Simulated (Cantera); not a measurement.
## Equilibrium for carbothermic reduction: CuO + CO + H₂

A closed system holds: 1 mol CuO, 0.59 mol CO, 0.56 mol H₂, held at 0.00133 bar.

Cantera equilibrium calculation (NASA polynomials, part measured and part estimated; ideal gas, pure solids and liquids). Candidate condensed phases: C, C₆H₆, C₇H₈, C₈H₁₈, Cu, CuO, Cu(OH)₂, Cu₂O, H₂O; 113 gas species. The numbers say what is thermodynamically allowed, not how fast it happens.

At 1325 K the condensed part is Cu(s). From 1375 K to 1625 K the condensed part is Cu(l). The main Cu-bearing gas is Cu throughout. The share of Cu in condensed phases is highest at 1325 K (100.0 %) and lowest at 1625 K (94.8 %).

```json
[
 {"T (K)": "1325", "x H₂O": "0.441", "x CO₂": "0.429", "x CO": "0.0841", "x H₂": "0.0463", "x Cu": "0.000211", "x H": "9.64e-6", "x OH": "1.34e-6", "x Cu₂": "2.20e-8", "n Cu(s)": "1.000", "n Cu(l)": "0"},
 {"T (K)": "1375", "x H₂O": "0.443", "x CO₂": "0.426", "x CO": "0.0867", "x H₂": "0.0436", "x Cu": "0.000617", "x H": "1.96e-5", "x OH": "3.58e-6", "x Cu₂": "9.95e-8", "n Cu(s)": "0", "n Cu(l)": "0.999"},
 {"T (K)": "1425", "x H₂O": "0.445", "x CO₂": "0.423", "x CO": "0.0890", "x H₂": "0.0412", "x Cu": "0.00163", "x H": "3.79e-5", "x OH": "8.96e-6", "x Cu₂": "3.82e-7", "n Cu(s)": "0", "n Cu(l)": "0.998"},
 {"T (K)": "1475", "x H₂O": "0.446", "x CO₂": "0.420", "x CO": "0.0910", "x H₂": "0.0389", "x Cu": "0.00402", "x H": "7.01e-5", "x OH": "2.10e-5", "x Cu₂": "1.34e-6", "n Cu(s)": "0", "n Cu(l)": "0.995"},
 {"T (K)": "1525", "x H₂O": "0.446", "x CO₂": "0.416", "x CO": "0.0924", "x H₂": "0.0368", "x Cu": "0.00933", "x H": "0.000124", "x OH": "4.67e-5", "x Cu₂": "4.29e-6", "n Cu(s)": "0", "n Cu(l)": "0.989"},
 {"T (K)": "1575", "x H₂O": "0.442", "x CO₂": "0.409", "x CO": "0.0931", "x H₂": "0.0346", "x Cu": "0.0205", "x H": "0.000212", "x OH": "9.82e-5", "x Cu₂": "1.27e-5", "n Cu(s)": "0", "n Cu(l)": "0.976"},
 {"T (K)": "1625", "x H₂O": "0.433", "x CO₂": "0.398", "x CO": "0.0924", "x H₂": "0.0323", "x Cu": "0.0429", "x H": "0.000347", "x OH": "0.000196", "x Cu₂": "3.52e-5", "n Cu(s)": "0", "n Cu(l)": "0.948"}
]
```
x: gas mole fraction; n: condensed amount in mol.
